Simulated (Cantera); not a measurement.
Ignition delay

Mixture: 32.1 % CO, 12.2 % H2, 11.7 % O2, 44.0 % N2, equivalence ratio 1.9, at 9.87 atm, adiabatic and at constant volume. Ignition delay is the time to a rise of 400 K.

Model: GRI-Mech 3.0 (53 species, 325 reactions), integrated in Cantera. The hydrogen kinetics of GRI-Mech 3.0 are dated; newer H2 mechanisms differ, most at raised pressure. Where the delays flatten at high temperature, the 400 K rule measures the pace of heat release, not the induction time.

```csv
T0 (K),delay (ms)
1075,0.359
1175,0.0385
1275,0.00808
1375,0.00373
1475,0.00233
1575,0.00166
1675,0.00129
1775,0.00107
1875,0.000928
1975,0.000840
```
